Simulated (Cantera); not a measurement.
Input: 1 mol CF4, 0.4 mol HCl, 0.29 mol H2, equilibrated at 13.3 mbar.

These are equilibrium values from Cantera (NASA tables, ideal gas, pure condensed phases), not measurements of a reactor. Candidate condensed phases: C, C6H6, C7H8, C8H18; 118 gas species. Kinetics and transport are ignored.

**Question.** At 2625 °C, list the 4 most abundant gas species with their mole fractions, and the condensed phases.

**Answer.** F 0.570, HF 0.228, Cl 0.0935, CF 0.0529. Condensed: C(graphite).
